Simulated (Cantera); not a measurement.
Cantera run, input and output.

```python
import numpy as np
import cantera as ct

gas = ct.Solution("gri30.yaml")
gas.TPX = 325, 630000, {'CO': 1, 'H2': 0.066, 'O2': 0.381, 'N2': 1.43}
inlet = ct.Reservoir(gas, clone=True)
gas.equilibrate("HP")  # start burning
reactor = ct.IdealGasConstPressureReactor(gas, energy="on", clone=False)
exhaust = ct.Reservoir(gas, clone=True)
tau = [0.073, 0.034, 0.016, 0.0075, 0.0035, 0.0016, 0.00076, 0.00036, 0.00017, 7.7e-05, 3.6e-05, 1.7e-05][0]
for a, b in ((inlet, reactor), (reactor, exhaust)):
    ct.MassFlowController(a, b, mdot=lambda t: reactor.mass / tau)
net = ct.ReactorNet([reactor])
show = ['CO', 'H2', 'O2', 'H2O2', 'H2O']

rows = []
print(f"{'tau/s':>10s}{'T/K':>9s}" + "".join(f"{s:>11s}" for s in show))
for tau in [0.073, 0.034, 0.016, 0.0075, 0.0035, 0.0016, 0.00076, 0.00036, 0.00017, 7.7e-05, 3.6e-05, 1.7e-05]:
    net.initial_time = 0.0
    net.advance(30 * tau)
    before = gas.X
    net.advance(40 * tau)
    drift = np.max(np.abs(gas.X - before) / (gas.X + 1e-9))
    rows.append([gas.T, *gas[show].X, drift])
    print(f"{tau:10.3e}{gas.T:9.1f}" + "".join(f"{x:11.3e}" for x in gas[show].X))
```

Result:

```
     tau/s      T/K         CO         H2         O2       H2O2        H2O
 7.300e-02   2425.1  1.227e-01  1.773e-03  7.770e-04  1.118e-08  2.396e-02
 3.400e-02   2419.9  1.232e-01  1.780e-03  1.033e-03  1.397e-08  2.385e-02
 1.600e-02   2410.7  1.243e-01  1.795e-03  1.510e-03  1.898e-08  2.366e-02
 7.500e-03   2395.1  1.260e-01  1.823e-03  2.371e-03  2.754e-08  2.336e-02
 3.500e-03   2369.6  1.289e-01  1.872e-03  3.834e-03  4.137e-08  2.293e-02
 1.600e-03   2329.1  1.336e-01  1.956e-03  6.195e-03  6.346e-08  2.230e-02
 7.600e-04   2273.5  1.398e-01  2.075e-03  9.372e-03  9.544e-08  2.152e-02
 3.600e-04   2198.9  1.479e-01  2.234e-03  1.343e-02  1.444e-07  2.054e-02
 1.700e-04   2104.6  1.576e-01  2.415e-03  1.828e-02  2.231e-07  1.937e-02
 7.700e-05   1981.9  1.698e-01  2.593e-03  2.436e-02  3.714e-07  1.804e-02
 3.600e-05   1830.9  1.858e-01  2.690e-03  3.246e-02  6.792e-07  1.700e-02
 1.700e-05    325.0  3.476e-01  2.294e-02  1.324e-01 -3.768e-18 -4.829e-16
```

Detailed kinetics in Cantera: GRI-Mech 3.0 (53 species, 325 reactions). The hydrogen kinetics of GRI-Mech 3.0 are dated; newer H2 mechanisms differ, most at raised pressure.
